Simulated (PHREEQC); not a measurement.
3.3 g of hydrous ferric oxide (600 m²/g; 0.2 weak and 0.005 strong sites per Fe, Dzombak-Morel constants, diffuse double layer) in 1 kg of water with 0.3 mol/kgw of an inert sodium salt, at 25 °C; the pH is set by adding NaOH or the inert anion's acid. O2 is buffered at 0.21 atm. The system is closed to CO2. Precipitation was switched off in this run.

Model: ion-association model, wateq4f.dat, run in PHREEQC.

Predict surface charge σ (C/m²) at pH = 3.38, 7.12, 7.88.


```
pH    surface charge σ (C/m²)
----  -----------------------
3.38                    0.365
7.12                    0.058
7.88                    0.012
```

Complexes and solids missing from the database can't appear. The oxide is taken as insoluble; below pH 4 it would dissolve.
